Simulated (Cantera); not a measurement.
Feed: 1 mol FeS, 39 mol H2, 2.3 mol H2O, equilibrated at 1100 K and 8.25 Torr.

Equilibrium computed with Cantera from the NASA thermochemical tables; the gas is ideal and each condensed phase is pure. Candidate condensed phases: Fe, FeO, Fe(OH)2, Fe(OH)3, FeS, FeSO4, FeS2, Fe2O3, Fe2(SO4)3, Fe3O4, H2O, H2SO4, S; 22 gas species. Mutual solubility and eutectic melting of coexisting phases are not modelled. FeS: taken at fixed stoichiometry. Equilibrium is a limit: real reactors are often held back by kinetics, nucleation or transport.

Base state: H2 0.942, H2O 0.0557, H2S 0.00215 (mole fractions); condensed: Fe(α) + FeS(s).

Task: What changes in the equilibrium state with this change: temperature from 1100 K to 1800 K?

Result: 
| species | before | after |
|---|---|---|
| H2 | 0.942 | 0.921 |
| H2O | 0.0557 | 0.0547 |
| H2S | 0.00215 | 0.00804 |
| S2 | 1.84e-7 | 0.00592 |
| Fe | <1e-9 | 0.00268 |
| S | <1e-9 | 0.000545 |
| SO | <1e-9 | 0.000223 |
| Fe(α), mol | 0.0889 | 0 |
| FeS(s), mol | 0.911 | 0 |
| Fe(δ), mol | 0 | 0.888 |

Task: What changes in the equilibrium state with this change: FeS replaced by V2O3?

Result: 
```csv
species,before,after
H2,0.942,0.944
H2O,0.0557,0.0557
H2S,0.00215,0
"Fe(α), mol",0.0889,0
"FeS(s), mol",0.911,0
"V2O3(s), mol",0,1.00
```
Condensed phases not in the tables: the oxides between V2O3 and V2O5 other than VO2. Further candidate phases: V, VO, V2O3, V2O4, V2O5.
